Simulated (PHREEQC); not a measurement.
A solution holds 33 mmol/kgw HF, 0.057 mmol/kgw NaF and 0.18 mmol/kgw (NH4)2SiF6, at 25 °C. Closed to the air; pH follows from the charge balance.

Computed with PHREEQC (ion-association model, phreeqc.dat).

- pH: 2.35
- ionic strength: 0.00545 mol/kgw
- total alkalinity: -33.7 meq/kg

```json
[
 {"species": "HF", "molality": "0.0277", "activity": "0.0277", "log γ": "0.001"},
 {"species": "H+", "molality": "0.00485", "activity": "0.00451", "log γ": "-0.031"},
 {"species": "F-", "molality": "0.00443", "activity": "0.00409", "log γ": "-0.035"},
 {"species": "HF2-", "molality": "0.000471", "activity": "0.000435", "log γ": "-0.034"},
 {"species": "NH4+", "molality": "0.000360", "activity": "0.000332", "log γ": "-0.035"},
 {"species": "SiF6-2", "molality": "0.000180", "activity": "0.000132", "log γ": "-0.134"},
 {"species": "Na+", "molality": "5.69e-5", "activity": "5.26e-5", "log γ": "-0.034"},
 {"species": "NaF", "molality": "1.24e-7", "activity": "1.24e-7", "log γ": "0.001"}
]
```

This is a speciation only: nothing precipitates in the calculation. SiF6-2 is the database's only silicon fluoride.
